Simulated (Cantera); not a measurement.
## Ignition delay

Mixture: CH3OH : O2 : N2 = 1 : 1 : 3.76 (molar parts), at 1500000 Pa, adiabatic and at constant volume. Ignition delay is the time to a rise of 400 K.

Computed with Cantera and GRI-Mech 3.0 (53 species, 325 reactions). GRI-Mech 3.0 was tuned for natural gas; its chemistry of methanol as a main component is partial and can be far from experiment. The pressure lies above the range GRI-Mech 3.0 was tuned for (to about 10 atm).

```
T0 (K)  delay (ms)
------  ----------
1123          4.04
1223         0.679
1323         0.151
1423        0.0424
1523        0.0145
1623       0.00587
```

```
Item                                                     Value
--------------------------------------------------  ----------
apparent activation energy between 1423 and 1623 K  190 kJ/mol
```
